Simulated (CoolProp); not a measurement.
R123 along the isobar 1240 kPa: fugacity coefficient from the reference equation and from simpler models built on Tc = 183.7 °C, pc = 3662 kPa, ω = 0.282; each cubic takes its own stable root.

Computed with CoolProp (reference Helmholtz-energy equation of state, Younglove 1994). It is a modified Benedict-Webb-Rubin equation, recast in Helmholtz form.

```csv
T (°C),phase,reference,van der Waals,Soave-Redlich-Kwong,Peng-Robinson
132.15,gas,0.8247,0.8665,0.8317,0.8198
140.05,gas,0.8364,0.8726,0.8419,0.8301
147.95,gas,0.8470,0.8783,0.8514,0.8397
155.85,gas,0.8568,0.8836,0.8602,0.8486
163.75,gas,0.8657,0.8886,0.8684,0.8569
171.65,gas,0.8740,0.8934,0.8761,0.8647
179.55,gas,0.8816,0.8979,0.8833,0.8720
187.35,gas,0.8886,0.9020,0.8899,0.8787
195.25,gas,0.8952,0.9060,0.8962,0.8851
203.15,gas,0.9013,0.9098,0.9021,0.8911
211.05,gas,0.9069,0.9134,0.9076,0.8968
218.95,gas,0.9122,0.9168,0.9128,0.9021
226.85,gas,0.9172,0.9201,0.9177,0.9071
```
